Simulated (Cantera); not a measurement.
Feed: 1 mol FeS2, 0.12 mol SO3, 4.8 mol H2O, 5.7 mol O2, equilibrated at 1175 K and 1.50 bar.

Cantera equilibrium calculation (NASA polynomials, part measured and part estimated; ideal gas, pure solids and liquids). Candidate condensed phases: Fe, FeO, Fe(OH)2, Fe(OH)3, FeS, FeSO4, FeS2, Fe2O3, Fe2(SO4)3, Fe3O4, H2O, H2SO4, S; 22 gas species. Rates play no part.

Base state: H2O 0.492, O2 0.290, SO2 0.180, SO3 0.0375, H2SO4 2.44e-5 (mole fractions); condensed: Fe2O3(s).

### Question
What changes in the equilibrium state with this change: FeS2 replaced by MgO?

### Answer
| species | before | after |
|---|---|---|
| O2 | 0.290 | 0.542 |
| H2O | 0.492 | 0.456 |
| SO2 | 0.180 | 0.00165 |
| SO3 | 0.0375 | 0.000471 |
| H2SO4 | 2.44e-5 | 2.83e-7 |
| Fe2O3(s), mol | 0.500 | 0 |
| MgO(s), mol | 0 | 0.902 |
| MgSO4(s), mol | 0 | 0.0976 |
Mutual solubility and eutectic melting of coexisting phases are not modelled. Further candidate phases: Mg, MgO, Mg(OH)2, MgS, MgSO4.
